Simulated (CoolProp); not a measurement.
A simple Rankine cycle with n-octane: condensing at 324.15 K, boiler at 0.857 MPa, turbine inlet 499.9 K, turbine efficiency 0.9, pump efficiency 0.7, no recuperator. Each further row changes one setting.

The numbers come from the reference Helmholtz-energy equation of state, Beckmüller 2019 in CoolProp.

```tsv
case	thermal efficiency (%)	net work (kJ/kg)	heat in (kJ/kg)	turbine exit temperature (K)	volume ratio over the turbine
as stated	19.4	134	691	428.5	138
turbine inlet 519.9 K	19.0	142	747	449.8	132
condensing temperature 316.15 K	20.4	145	710	423.8	199
boiler pressure 0.6 MPa	18.2	128	704	436.8	88.2
turbine efficiency 0.8	17.2	119	691	435.3	140
```
